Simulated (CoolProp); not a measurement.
Saturated liquid density (kg/m³) of n-pentane: the reference equation beside estimates from Tc = 469.7 K, pc = 3368 kPa, ω = 0.251. Rackett uses Z = 0.29056 − 0.08775 ω.

Values from CoolProp's reference Helmholtz-energy equation of state, Thol 2019.

```json
[
 {"T (K)": "235.1", "reference": "680.9", "Rackett": "681.0", "van der Waals": "407.7", "Soave-Redlich-Kwong": "617.7", "Peng-Robinson": "694.9"},
 {"T (K)": "253.2", "reference": "664.3", "Rackett": "664.6", "van der Waals": "398.7", "Soave-Redlich-Kwong": "604.6", "Peng-Robinson": "681.0"},
 {"T (K)": "271.2", "reference": "647.4", "Rackett": "647.6", "van der Waals": "389.3", "Soave-Redlich-Kwong": "590.4", "Peng-Robinson": "665.8"},
 {"T (K)": "289.2", "reference": "630.0", "Rackett": "630.0", "van der Waals": "379.3", "Soave-Redlich-Kwong": "574.9", "Peng-Robinson": "649.1"},
 {"T (K)": "307.3", "reference": "611.9", "Rackett": "611.6", "van der Waals": "368.7", "Soave-Redlich-Kwong": "557.8", "Peng-Robinson": "630.7"},
 {"T (K)": "325.3", "reference": "593.1", "Rackett": "592.3", "van der Waals": "357.4", "Soave-Redlich-Kwong": "539.2", "Peng-Robinson": "610.3"},
 {"T (K)": "343.4", "reference": "573.1", "Rackett": "571.8", "van der Waals": "345.2", "Soave-Redlich-Kwong": "518.4", "Peng-Robinson": "587.5"},
 {"T (K)": "361.4", "reference": "551.9", "Rackett": "550.0", "van der Waals": "332.0", "Soave-Redlich-Kwong": "495.4", "Peng-Robinson": "562.0"}
]
```

Absolute difference from the reference over all 8 rows, mean and median: Rackett 0.1 and 0.0 %, van der Waals 39.9 and 39.8 %, Soave-Redlich-Kwong 9.2 and 9.0 %, Peng-Robinson 2.6 and 2.7 %.
